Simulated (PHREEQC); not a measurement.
Make-up at 25 °C: 0.012 mol/kgw H2SO4 and 0.0014 mol/kgw AlCl3. Closed to the air; pH follows from the charge balance.

The numbers come from PHREEQC with the ion-association model, wateq4f.dat.

Precipitation was switched off in this run.

Task: Estimate the pH, ionic strength.

Result: pH 1.79; ionic strength 0.0268 mol/kgw.

Task: In which forms is S present?

Result: HSO4- 45 %, SO4-2 45 %, AlSO4+ 8.4 %, Al(SO4)2- 1.6 % of the S.
